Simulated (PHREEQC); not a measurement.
Synthetic water in mg/L, 20 °C, pH 2.68, pe 12.9: Na 927; K 173; Ca 211; Mg 349; Cl 464; S(6) as SO4 3530; Mn(2) 3.44; Fe(3) 5.19; Zn 62.4.

Valence states are taken as typed.

The numbers come from PHREEQC with the ion-association model, phreeqc.dat.

Task: The ionic strength comes out as 0.104 mol/kgw. What activity coefficients do K+, Zn+2, Mg+2, Na+, Mn+2 get?

Result: K+ 0.76, Zn+2 0.37, Mg+2 0.41, Na+ 0.78, Mn+2 0.40.

Precipitation was switched off in this run. Examples of supersaturated solids here: Hematite (slow to form), Goethite (slow to form). Others may be too.
